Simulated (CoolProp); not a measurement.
Vapour-liquid equilibrium of diethyl ether (1) + n-hexane (2) at 414 kPa; x and y are mole fractions of (1).

The numbers come from the multi-fluid Helmholtz-energy mixture model, Thol 2014 and Thol 2019; pair parameters Bell 2016 in CoolProp.

```json
[
 {"x": "0.05", "bubble temperature (°C)": "117.7", "y at the bubble point": "0.119", "dew temperature at overall composition x (°C)": "119.9", "liquid density (mol/L)": "6.564"},
 {"x": "0.125", "bubble temperature (°C)": "112.7", "y at the bubble point": "0.265", "dew temperature at overall composition x (°C)": "117.5", "liquid density (mol/L)": "6.716"},
 {"x": "0.2", "bubble temperature (°C)": "108.3", "y at the bubble point": "0.383", "dew temperature at overall composition x (°C)": "114.9", "liquid density (mol/L)": "6.865"},
 {"x": "0.275", "bubble temperature (°C)": "104.6", "y at the bubble point": "0.480", "dew temperature at overall composition x (°C)": "112.3", "liquid density (mol/L)": "7.013"},
 {"x": "0.35", "bubble temperature (°C)": "101.3", "y at the bubble point": "0.563", "dew temperature at overall composition x (°C)": "109.6", "liquid density (mol/L)": "7.161"},
 {"x": "0.425", "bubble temperature (°C)": "98.3", "y at the bubble point": "0.635", "dew temperature at overall composition x (°C)": "106.7", "liquid density (mol/L)": "7.311"},
 {"x": "0.5", "bubble temperature (°C)": "95.5", "y at the bubble point": "0.698", "dew temperature at overall composition x (°C)": "103.8", "liquid density (mol/L)": "7.464"},
 {"x": "0.575", "bubble temperature (°C)": "93.0", "y at the bubble point": "0.755", "dew temperature at overall composition x (°C)": "100.8", "liquid density (mol/L)": "7.619"},
 {"x": "0.65", "bubble temperature (°C)": "90.6", "y at the bubble point": "0.807", "dew temperature at overall composition x (°C)": "97.6", "liquid density (mol/L)": "7.779"},
 {"x": "0.725", "bubble temperature (°C)": "88.4", "y at the bubble point": "0.855", "dew temperature at overall composition x (°C)": "94.3", "liquid density (mol/L)": "7.944"},
 {"x": "0.8", "bubble temperature (°C)": "86.3", "y at the bubble point": "0.898", "dew temperature at overall composition x (°C)": "90.9", "liquid density (mol/L)": "8.113"},
 {"x": "0.875", "bubble temperature (°C)": "84.3", "y at the bubble point": "0.939", "dew temperature at overall composition x (°C)": "87.4", "liquid density (mol/L)": "8.288"},
 {"x": "0.95", "bubble temperature (°C)": "82.3", "y at the bubble point": "0.976", "dew temperature at overall composition x (°C)": "83.7", "liquid density (mol/L)": "8.469"}
]
```

No azeotrope shows between x = 0.05 and 0.95.

Pair parameters are fitted to limited data, so mixtures are less certain than the pure fluids.
